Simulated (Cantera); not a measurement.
A closed system holds: 1 mol SiF4, 12 mol N2, held at 5.60 Pa.

Method: chemical equilibrium by Gibbs-energy minimisation in Cantera with the NASA 1993 tables (ideal gas, pure condensed phases). Candidate condensed phases: Si, Si3N4; 16 gas species. Rates play no part. All values below are at 602 °C.

Base state: N2 0.923, SiF4 0.0769 (mole fractions); condensed: gas only.

What changes in the equilibrium state with this change: SiF4 replaced by trisilylamine?


```
species        before  after
-------------  ------  -----
N2              0.923  0.700
H2                  0  0.300
SiF4           0.0769      0
Si3N4(s), mol       0   1.00
```
The feed counts by its element totals alone.
